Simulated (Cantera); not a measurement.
Dilute partial oxidation

A perfectly stirred reactor is fed with CH4 : O2 : N2 = 0.02 : 0.024 : 1 (molar parts), equivalence ratio 1.7, at 50000 Pa; it is held at 1100 K, and followed from long to short residence time.

Computed with Cantera and GRI-Mech 3.0 (53 species, 325 reactions). The temperature is held fixed by assumption; the heat of reaction is taken as removed at once.

| τ (s) | x CH4 | x O2 | x CH2CO | x NO | x C2H4 | x C2H |
|---|---|---|---|---|---|---|
| 2.9 | 0.00465 | 0.00493 | 3.80e-5 | 1.81e-10 | 0.000487 | <1e-12 |
| 0.75 | 0.0191 | 0.0230 | 1.55e-9 | <1e-12 | 2.82e-7 | <1e-12 |
| 0.20 | 0.0192 | 0.0230 | 1.31e-11 | <1e-12 | 1.49e-8 | <1e-12 |
| 0.052 | 0.0192 | 0.0230 | <1e-12 | <1e-12 | 9.13e-10 | <1e-12 |
| 0.014 | 0.0192 | 0.0230 | <1e-12 | <1e-12 | 1.07e-11 | <1e-12 |
| 0.0036 | 0.0192 | 0.0230 | <1e-12 | <1e-12 | <1e-12 | <1e-12 |
| 0.00095 | 0.0192 | 0.0230 | <1e-12 | <1e-12 | <1e-12 | <1e-12 |
| 0.00025 | 0.0192 | 0.0230 | <1e-12 | <1e-12 | <1e-12 | <1e-12 |
x: mole fraction; the columns are a selection and need not sum to one.
